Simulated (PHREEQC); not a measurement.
A solution holds 0.00014 mol H2SeO4, 0.0002 mol H2SO4 and 0.0035 mol CaCl2 per kg of water, at 77 °C. Closed to the air; pH follows from the charge balance.

All values are PHREEQC results (ion-association model, wateq4f.dat), not measurements.

No solid was allowed to form.

What pH does the model give?

pH 3.23.

In which forms is Ca present?

Ca+2 98 %, CaSO4 1.5 % of the Ca.

At this temperature some constants are extrapolated from 25 °C, and those without enthalpy data are left unchanged.
